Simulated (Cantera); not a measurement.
A perfectly stirred reactor is fed with 30.4 % H₂, 13.9 % O₂, 52.1 % N₂, 3.65 % H₂O, at 1000000 Pa; it is adiabatic with a 575 K inlet, and is followed from long to short residence time, starting on the burning branch (τ in s: 0.05, 0.023, 0.01, 0.0048, 0.0022, 0.001, 0.00046, 0.00021, 9.7e-05, 4.5e-05, 2.1e-05, 9.4e-06, 4.3e-06).

Detailed kinetics in Cantera: GRI-Mech 3.0 (53 species, 325 reactions). The hydrogen kinetics of GRI-Mech 3.0 are dated; newer H2 mechanisms differ, most at raised pressure.

Problem. Predict: blow-out, bracketed by the residence times tried; x(H₂) at τ = 50.0 ms; x(O₂) at τ = 50.0 ms; x(H₂O) at τ = 50.0 ms; x(O) at τ = 50.0 ms; x(H) at τ = 50.0 ms; x(H₂) at τ = 0.460 ms; x(O₂) at τ = 0.460 ms; x(H₂O) at τ = 0.460 ms; x(O) at τ = 0.460 ms; x(H) at τ = 0.460 ms.

Solution. 
```json
{
 "blow_out_bracketed_by_the_residence_times_tried": "burning at 4.30 µs, the shortest tried",
 "x(H₂) at τ = 50.0 ms": "0.0350",
 "x(O₂) at τ = 50.0 ms": "0.000551",
 "x(H₂O) at τ = 50.0 ms": "0.356",
 "x(O) at τ = 50.0 ms": "0.000130",
 "x(H) at τ = 50.0 ms": "0.00178",
 "x(H₂) at τ = 0.460 ms": "0.0374",
 "x(O₂) at τ = 0.460 ms": "0.00181",
 "x(H₂O) at τ = 0.460 ms": "0.351",
 "x(O) at τ = 0.460 ms": "0.000331",
 "x(H) at τ = 0.460 ms": "0.00308"
}
```
